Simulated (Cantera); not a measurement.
**Premixed flame**

A freely propagating, adiabatic, planar premixed flame of CO : H₂ : O₂ : N₂ = 1 : 0.61 : 0.671 : 1.95 (molar parts), unburnt at 550 K and 13000 Pa; mixture-averaged transport, grid criteria slope 0.08 and curve 0.16, no radiation.

Detailed kinetics in Cantera: GRI-Mech 3.0 (53 species, 325 reactions). Burning velocities carry a grid error of a few per cent, more on coarse grids.

```csv
z (mm),T (K),u (m/s),x CO,x H₂,x O₂,x NO,x H₂O,x H
-22.8,550,3.81,0.236,0.144,0.159,<1e-8,<1e-8,<1e-8
-15.2,550,3.81,0.236,0.144,0.159,<1e-8,<1e-8,<1e-8
-11.4,550,3.81,0.236,0.144,0.159,<1e-8,<1e-8,<1e-8
-7.59,550,3.81,0.236,0.144,0.159,<1e-8,<1e-8,<1e-8
-3.80,553,3.83,0.236,0.144,0.159,<1e-8,7.54e-5,6.53e-5
-1.90,671,4.61,0.234,0.132,0.155,<1e-8,0.00565,0.00450
0,1096,7.41,0.209,0.0550,0.111,4.69e-7,0.0615,0.0461
1.90,1407,9.33,0.151,0.0203,0.0558,4.07e-6,0.0937,0.0712
3.80,1545,10.1,0.124,0.0229,0.0436,8.87e-6,0.0891,0.0717
7.59,1681,10.9,0.118,0.0245,0.0392,1.72e-5,0.0926,0.0612
15.2,1830,11.7,0.123,0.0241,0.0375,2.97e-5,0.102,0.0460
30.4,1992,12.6,0.125,0.0227,0.0349,5.05e-5,0.112,0.0324
60.7,2158,13.4,0.122,0.0205,0.0310,0.000107,0.121,0.0216
```
x: mole fraction of selected species; z is measured from the peak of heat release.

The laminar burning velocity is 381 cm/s, the thermal thickness is 7.59 mm and the peak x(H) comes out as 0.0727. The grid points comes out as 165.
